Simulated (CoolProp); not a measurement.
Computed with CoolProp (reference Helmholtz-energy equation of state, Lemmon 2006). It is a short technical equation, of lower accuracy than the large ones.

Problem. Give the vapour pressure (kPa), liquid density (kg/m³), liquid cp (kJ/(kg K)) of saturated nitrous oxide at 246.3 K.

Solution. 
```csv
T (K),p (kPa),liquid density (kg/m³),liquid cp (kJ/(kg K))
246.3,1460,1030,1.93
```
